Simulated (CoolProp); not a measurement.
Saturation properties of nitrogen (Tc = 126.2 K, pc = 3.396 MPa, ω = 0.037).

The numbers come from the reference Helmholtz-energy equation of state, Span 2000 in CoolProp.

```
T (K)  p (MPa)  enthalpy of vaporisation (kJ/kg)  liquid conductivity (mW/(m K))
-----  -------  --------------------------------  ------------------------------
92      0.4262                             177.0                             116
95      0.5405                                 …                               …
98.1    0.6805                                 …                             104
101.2   0.8450                             158.2                               …
104.3    1.036                             150.6                            91.6
107.4    1.257                             142.2                            85.6
110.4    1.500                             133.0                            79.7
113.5    1.786                             122.2                            73.6
116.6    2.109                             109.4                            67.5
119.7    2.473                             93.78                            61.6
```

Q: Complete the blanks.

A: 
- 95, enthalpy of vaporisation (kJ/kg): 171.4
- 95, liquid conductivity (mW/(m K)): 110
- 98.1, enthalpy of vaporisation (kJ/kg): 165.1
- 101.2, liquid conductivity (mW/(m K)): 97.8

It boils at 77.4 K under 1 atm.

Thermal conductivity comes from a separate model (Lemmon 2004).
